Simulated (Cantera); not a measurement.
Standard-state values (1 bar) from the NASA 1993 polynomials, evaluated with Cantera. Values are per mole of reaction as written; species without (g) are pure solids or liquids, kept so even where they would boil at 1 bar.

**Question.** Between 300 and 1350 K, where is each reaction favourable under standard conditions?
- 0.6667 Cr + O2(g) ⇌ 0.6667 CrO3(g)
- Ti + O2(g) ⇌ TiO2
- 0.8 Nb + O2(g) ⇌ 0.4 Nb2O5

**Answer.** 
- 0.6667 Cr + O2(g) ⇌ 0.6667 CrO3(g): ΔG° is -182 kJ at 300 K and -133 kJ at 1350 K; it stays negative (K > 1). ΔH° is -199 kJ and ΔS° -49 J/K at 1350 K.
- Ti + O2(g) ⇌ TiO2: ΔG° is -889 kJ at 300 K and -700 kJ at 1350 K; it stays negative (K > 1). ΔH° is -940 kJ and ΔS° -178 J/K at 1350 K.
- 0.8 Nb + O2(g) ⇌ 0.4 Nb2O5: ΔG° is -706 kJ at 300 K and -527 kJ at 1350 K; it stays negative (K > 1). ΔH° is -748 kJ and ΔS° -164 J/K at 1350 K.
